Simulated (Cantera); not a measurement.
Mixture: CH4 : H2 : O2 : N2 : CO2 = 1 : 0.58 : 1.35 : 6.87 : 0.39 (molar parts), at 1.00 atm, adiabatic and at constant volume. Ignition delay is the time to a rise of 400 K.

Cantera simulation using GRI-Mech 3.0 (53 species, 325 reactions); the numbers are that mechanism's predictions, not measurements.

Q: What does this change do: pressure from 1.00 atm to 9.87 atm?

A: 
```json
[
 {"quantity": "delay at 1248 K", "before": "2.29 ms", "after": "0.285 ms"},
 {"quantity": "delay at 1348 K", "before": "1.00 ms", "after": "0.141 ms"},
 {"quantity": "delay at 1448 K", "before": "0.475 ms", "after": "74.5 µs"},
 {"quantity": "delay at 1548 K", "before": "0.246 ms", "after": "40.0 µs"},
 {"quantity": "apparent activation energy between 1498 and 1598 K", "before": "120 kJ/mol", "after": "120 kJ/mol"}
]
```
